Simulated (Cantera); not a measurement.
Input: 1 mol SiCl4, 1 mol O3, at 1723 K and 1000 Pa.

Method: chemical equilibrium by Gibbs-energy minimisation in Cantera with the NASA 1993 tables (ideal gas, pure condensed phases). Candidate condensed phases: Si, SiO2; 15 gas species. The tables hold silica as quartz up to 1696 K and as liquid above; real silica turns to tridymite and cristobalite and melts near 1996 K. Rates play no part.

Base state: Cl 0.754, O2 0.124, Cl2 0.121, ClO 0.000509, O 0.000200 (mole fractions); condensed: SiO2(condensed).

Problem. What changes in the equilibrium state with this change: O3 from 1 to 2.9 mol?

Solution. 
```tsv
species	before	after
O2	0.124	0.477
Cl	0.754	0.474
Cl2	0.121	0.0479
O	0.000200	0.000393
ClO	0.000509	0.000627
SiO2(condensed), mol	1.000	1.000
```
